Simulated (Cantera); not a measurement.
Mixture: CH4 : C2H6 : C3H8 : O2 : N2 : H2O = 1 : 0.036 : 0.062 : 4.97 : 18.7 : 3.5 (molar parts), at 4.54 atm, adiabatic and at constant pressure. Ignition delay is the time to a rise of 400 K.

Cantera simulation using GRI-Mech 3.0 (53 species, 325 reactions); the numbers are that mechanism's predictions, not measurements.

Question: What does this change do: N2 18.7 to 30 parts?

Answer: 
| quantity | before | after |
|---|---|---|
| delay at 1175 K | 4.51 ms | 6.14 ms |
| delay at 1275 K | 1.16 ms | 1.56 ms |
| delay at 1375 K | 0.336 ms | 0.449 ms |
| delay at 1475 K | 0.113 ms | 0.152 ms |
| delay at 1575 K | 45.1 µs | 62.2 µs |
| apparent activation energy between 1475 and 1575 K | 180 kJ/mol | 170 kJ/mol |
